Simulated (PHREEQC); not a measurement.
Model water analysis in mg/L, 20 °C, pH 6.36, pe -0.9: Na 217; K 34.3; Ca 111; Mg 199; Cl 208; S(6) as SO4 779; Alkalinity as HCO3 626; F 0.109.

Valence states are taken as typed.

Model: ion-association model, wateq4f.dat, run in PHREEQC.

Precipitation was switched off in this run.

### Question
Order these Ca species by the share of Ca that they hold, largest first: Ca+2, CaSO4, CaHCO3+.

### Answer
Ca+2 (76 %), CaSO4 (20 %), CaHCO3+ (4.3 %)

The pH is 6.36 and the ionic strength 0.0409 mol/kgw. Complexes and solids missing from the database can't appear.
